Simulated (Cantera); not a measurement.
Charge: 1 mol SiO2, 2.1 mol CO, 4.7 mol N2, at 0.100 bar.

Cantera equilibrium calculation (NASA polynomials, part measured and part estimated; ideal gas, pure solids and liquids). Candidate condensed phases: C, Si, SiC, SiO2, Si2N2O, Si3N4; 34 gas species. N2 is the only nitrogen source here; it is nearly inert below about 1500 K, so the nitride shown seldom forms there in practice. Mutual solubility and eutectic melting of coexisting phases are not modelled. The tables hold silica as quartz up to 1696 K and as liquid above; real silica turns to tridymite and cristobalite and melts near 1996 K. Equilibrium is a limit: real reactors are often held back by kinetics, nucleation or transport.

Task: Which condensed phases are stable at each of these points (T (K)): 823, 973, 1123, 1273, 1423, 1573, 1723, 1873, 2023, 2173, 2323, 2473, 2623?

Result: 
```json
[
 {"T (K)": "823", "condensed phases": "C(graphite) + SiO2(α-quartz)", "Si condensed (%)": "100.0"},
 {"T (K)": "973", "condensed phases": "C(graphite) + SiO2(β-quartz)", "Si condensed (%)": "100.0"},
 {"T (K)": "1123", "condensed phases": "C(graphite) + SiO2(β-quartz)", "Si condensed (%)": "100.0"},
 {"T (K)": "1273", "condensed phases": "C(graphite) + SiO2(β-quartz)", "Si condensed (%)": "100.0"},
 {"T (K)": "1423", "condensed phases": "SiO2(β-quartz) + Si2N2O(s)", "Si condensed (%)": "100.0"},
 {"T (K)": "1573", "condensed phases": "SiO2(β-quartz)", "Si condensed (%)": "99.9"},
 {"T (K)": "1723", "condensed phases": "SiO2(condensed)", "Si condensed (%)": "99.6"},
 {"T (K)": "1873", "condensed phases": "SiO2(condensed)", "Si condensed (%)": "98.3"},
 {"T (K)": "2023", "condensed phases": "SiO2(l)", "Si condensed (%)": "94.4"},
 {"T (K)": "2173", "condensed phases": "SiO2(l)", "Si condensed (%)": "85.0"},
 {"T (K)": "2323", "condensed phases": "SiO2(l)", "Si condensed (%)": "65.2"},
 {"T (K)": "2473", "condensed phases": "SiO2(l)", "Si condensed (%)": "27.2"},
 {"T (K)": "2623", "condensed phases": "gas only", "Si condensed (%)": "0.0"}
]
```

At 823 K the condensed part is C(graphite) + SiO2(α-quartz). From 973 K to 1273 K the condensed part is C(graphite) + SiO2(β-quartz). At 1423 K the condensed part is SiO2(β-quartz) + Si2N2O(s). At 1573 K the condensed part is SiO2(β-quartz). From 1723 K to 1873 K the condensed part is SiO2(condensed). From 2023 K to 2473 K the condensed part is SiO2(l). At 2623 K nothing is condensed.
